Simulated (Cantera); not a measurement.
An isothermal, constant-pressure homogeneous reactor starts with 2.04 % CH4, 0.584 % O2, 97.4 % N2, at 1450 K and 4.80 bar.

Model: GRI-Mech 3.0 (53 species, 325 reactions), integrated in Cantera. GRI-Mech 3.0 stops at C3 and has no aromatics, soot or wall deposition, so with more carbon than oxygen in the feed, carbon stays in small species such as C2H2 where larger ones or solid carbon would form.

Q: Predict: x(CH4) at 10.0 s; x(C2H6) at 10.0 s; x(CH3) at 10.0 s.

A: 
| Item | Value |
|---|---|
| x(CH4) at 10.0 s | 0.00266 (gas-phase equilibrium 0.000721) |
| x(C2H6) at 10.0 s | 7.06e-7 (gas-phase equilibrium 4.17e-8) |
| x(CH3) at 10.0 s | 1.52e-6 (gas-phase equilibrium 3.40e-7) |
